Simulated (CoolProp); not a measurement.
Properties of chlorine along the isobar 200 bar.

Computed with CoolProp (reference Helmholtz-energy equation of state, Thol 2021).

| T (K) | phase | density (kg/m³) | isothermal compressibility (1/MPa) | fugacity coefficient |
|---|---|---|---|---|
| 288.2 | liquid | 1469 | 0.001410 | 0.04007 |
| 298.1 | liquid | 1443 | 0.001558 | 0.05159 |
| 308 | liquid | 1416 | 0.001729 | 0.06509 |
| 317.9 | liquid | 1389 | 0.001928 | 0.08063 |
| 327.7 | liquid | 1362 | 0.002157 | 0.09803 |
| 337.6 | liquid | 1334 | 0.002429 | 0.1176 |
| 347.5 | liquid | 1305 | 0.002752 | 0.1392 |
| 357.4 | liquid | 1275 | 0.003138 | 0.1627 |
| 367.2 | liquid | 1245 | 0.003598 | 0.1877 |
| 377.1 | liquid | 1213 | 0.004161 | 0.2146 |
| 387 | liquid | 1180 | 0.004850 | 0.2429 |
